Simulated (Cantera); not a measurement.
Input (Python, Cantera) and output of one run.

```python
import numpy as np
import cantera as ct

gas_names = """
    CL CLO CL2 N NO NO2 NO3 N2 N2O O O2 O3 Sr SrCL SrCL2 SrO
""".split()
cond_names = """
    Sr(a) Sr(b) Sr(L) SrCL2(a) SrCL2(b) SrCL2(L) SrO(s) SrO(L)
""".split()


# ... load() reads the species with a 1 bar reference pressure and builds the phases ...
atoms = {
    'SrCl2': {'Sr': 1, 'CL': 2},
    'O2': {'O': 2},
    'N2': {'N': 2},
}
top_T = {}  # K; cautious upper limits of use, not melting points


# ... equilibrate(T, P, feed) seeds the gas with the atoms and calls Mixture.equilibrate('TP', solver="vcs", rtol=1e-11, max_steps=5000) ...
results = []
feed = {'SrCl2': 1, 'O2': 0.067, 'N2': 9.5}  # mol
T = 1773  # K
for P in [0.1, 0.72, 5.2, 37, 270, 1900, 14000, 100000]:
    mix = equilibrate(T, P, feed)
    results.append((T, P, feed, dict(zip(mix.species_names, mix.species_moles))))

top = {s: max(r[3][s] / sum(r[3][g] for g in gas_names) for r in results) for s in gas_names}
cols = sorted((s for s in top if top[s] > 0.001), key=lambda s: -top[s])[:9]
seen = [c for c in cond_names if any(r[3].get(c, 0) > 1e-12 for r in results)]
print("log10 of partial pressures in bar; condensed amounts in mol")
print(f"{'P/Pa':>10s}" + "".join(f"{s[:9]:>10s}" for s in cols + seen))
for T, P, feed, n in results:
    ng = sum(n[g] for g in gas_names)
    print(f"{P:10.4g}" + "".join(f"{np.log10(max(n[s] / ng * P / 1e5, 1e-99)):10.3f}" for s in cols)
          + "".join(f"{n.get(c, 0):10.4g}" for c in seen))
```

Output:

```
log10 of partial pressures in bar; condensed amounts in mol
      P/Pa        N2     SrCL2        CL      SrCL        Sr        O2         O  SrCL2(L)    SrO(s)
       0.1    -6.059    -7.130    -7.586    -8.010    -8.132    -8.522    -8.289         0         0
      0.72    -5.193    -6.205    -7.108    -7.563    -8.164    -7.577    -7.816         0   0.02451
       5.2    -4.332    -5.328    -6.442    -7.351    -8.618    -6.669    -7.362         0   0.03142
        37    -3.479    -4.467    -5.782    -7.151    -9.076    -5.751    -6.903         0   0.02252
       270    -2.615    -3.599    -5.122    -6.943    -9.528    -4.848    -6.451         0   0.01455
      1900    -1.768    -2.749    -4.480    -6.735    -9.964    -3.977    -6.016         0  0.009175
   1.4e+04    -0.900    -1.880    -3.825    -6.521   -10.404    -3.096    -5.575         0  0.005662
     1e+05    -0.010    -1.844    -3.580    -6.729   -10.857    -2.190    -5.122    0.8597  0.001286
```

Equilibrium computed with Cantera from the NASA thermochemical tables; the gas is ideal and each condensed phase is pure. Mutual solubility and eutectic melting of coexisting phases are not modelled. Condensed phases not in the tables: oxide chlorides.
